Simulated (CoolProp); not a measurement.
Toluene along the isobar 23600 kPa: density (kg/m³) from the reference equation and from simpler models built on Tc = 591.7 K, pc = 4126 kPa, ω = 0.266; each cubic takes its own stable root.

Values from CoolProp's reference Helmholtz-energy equation of state, Lemmon 2006. It is a short technical equation, of lower accuracy than the large ones.

```tsv
T (K)	phase	reference
267.8	liquid	904.8
283.6	liquid	891.4
299.3	liquid	878.2
315	liquid	865.1
330.8	liquid	851.8
346.5	liquid	838.7
362.3	liquid	825.4
378	liquid	812.1
393.8	liquid	798.6
409.5	liquid	785.1
425.2	liquid	771.5
```

Q: How far does each simpler model (van der Waals, Peng-Robinson) lie from the reference over these 11 states: mean and median of the absolute difference, and the worst?

A: 
- van der Waals: mean 37.9 %, median 38.0 %, worst -39.9 % at 267.8 K and 23600 kPa
- Peng-Robinson: mean 1.4 %, median 1.3 %, worst +2.6 % at 425.2 K and 23600 kPa
